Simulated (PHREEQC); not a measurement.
## Nickel, zinc or cadmium bath

Make-up at 14 °C: 120 mmol/kgw CdSO4, 11 mmol/kgw KCl and 35 mmol/kgw H2SO4. Closed to the air; pH follows from the charge balance.

Model: ion-association model, phreeqc.dat, run in PHREEQC.

Each row changes one thing in this solution. No solid was allowed to form.

```json
[
 {"case": "as made", "pH": "1.53", "ionic strength (mol/kgw)": "0.269", "Cd+2 (mol/kgw)": "0.0519", "CdSO4 (mol/kgw)": "0.0426", "SO4-2 (mol/kgw)": "0.0405", "HSO4- (mol/kgw)": "0.0330", "SI of Sylvite (KCl)": "-5.48"},
 {"case": "0.0048 mol/kgw LiOH added", "pH": "1.57", "ionic strength (mol/kgw)": "0.270", "Cd+2 (mol/kgw)": "0.0513", "CdSO4 (mol/kgw)": "0.0428", "SO4-2 (mol/kgw)": "0.0412", "HSO4- (mol/kgw)": "0.0310", "SI of Sylvite (KCl)": "-5.47"},
 {"case": "diluted 10-fold with water", "pH": "2.35", "ionic strength (mol/kgw)": "0.0370", "Cd+2 (mol/kgw)": "0.00713", "CdSO4 (mol/kgw)": "0.00417", "SO4-2 (mol/kgw)": "0.00863", "HSO4- (mol/kgw)": "0.00181", "SI of Sylvite (KCl)": "-7.05"},
 {"case": "temperature from 14 to 85 °C", "pH": "1.95", "ionic strength (mol/kgw)": "0.254", "Cd+2 (mol/kgw)": "0.0595", "CdSO4 (mol/kgw)": "0.0426", "SO4-2 (mol/kgw)": "0.0335", "HSO4- (mol/kgw)": "0.0555", "SI of Sylvite (KCl)": "-5.89"},
 {"case": "H2SO4 left out", "pH": "5.96", "ionic strength (mol/kgw)": "0.227", "Cd+2 (mol/kgw)": "0.0511", "CdSO4 (mol/kgw)": "0.0436", "SO4-2 (mol/kgw)": "0.0380", "HSO4- (mol/kgw)": "1.24e-6", "SI of Sylvite (KCl)": "-5.47"},
 {"case": "H2SO4 replaced by Fe2(SO4)3 at the same molality", "pH": "2.67", "ionic strength (mol/kgw)": "0.325", "Cd+2 (mol/kgw)": "0.0453", "CdSO4 (mol/kgw)": "0.0439", "SO4-2 (mol/kgw)": "0.0532", "HSO4- (mol/kgw)": "0.00300", "SI of Sylvite (KCl)": "-5.46"}
]
```

Some of these states are supersaturated (in Jarosite-K, Hematite (slow to form), for instance). At this temperature some constants are extrapolated from 25 °C, and those without enthalpy data are left unchanged.
